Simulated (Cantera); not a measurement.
## Adiabatic ignition

An adiabatic, constant-pressure homogeneous reactor starts with 8.48 % CH4, 3.14 % H2, 18.6 % O2, 69.7 % N2, 0.119 % C2H6, at 1200 K and 110000 Pa.

Computed with Cantera and GRI-Mech 3.0 (53 species, 325 reactions).

```csv
t (s),T (K),x CH4,x H2,x O2,x H2O2,x CH3,x CO
4.00e-6,1200,0.0848,0.0314,0.186,8.36e-12,1.48e-8,<1e-12
1.18e-5,1200,0.0848,0.0314,0.186,7.41e-11,4.72e-8,<1e-12
3.48e-5,1200,0.0848,0.0314,0.186,6.64e-10,1.56e-7,1.10e-12
0.000103,1200,0.0848,0.0314,0.186,6.31e-9,6.41e-7,4.01e-11
0.000303,1200,0.0848,0.0314,0.186,8.95e-8,5.76e-6,5.55e-9
0.000894,1203,0.0841,0.0312,0.185,2.44e-6,0.000106,2.58e-5
0.00264,1334,0.0668,0.0330,0.168,5.99e-5,0.000459,0.00729
0.00779,2648,<1e-12,0.0164,0.0142,2.07e-7,<1e-12,0.0327
0.0230,2645,<1e-12,0.0165,0.0137,2.02e-7,<1e-12,0.0328
0.0678,2645,<1e-12,0.0165,0.0137,2.02e-7,<1e-12,0.0328
0.200,2645,<1e-12,0.0165,0.0137,2.02e-7,<1e-12,0.0328
```
x: mole fraction; the columns are a selection and need not sum to one.

```yaml
time_of_steepest_temperature_rise: 2.85 ms
temperature at 0.200 s: 2645 K
equilibrium_temperature: 2645 K
x(CH4) at 0.200 s: <1e-12 (gas-phase equilibrium <1e-12)
x(H2) at 0.200 s: 0.0165 (gas-phase equilibrium 0.0165)
x(O2) at 0.200 s: 0.0137 (gas-phase equilibrium 0.0137)
```
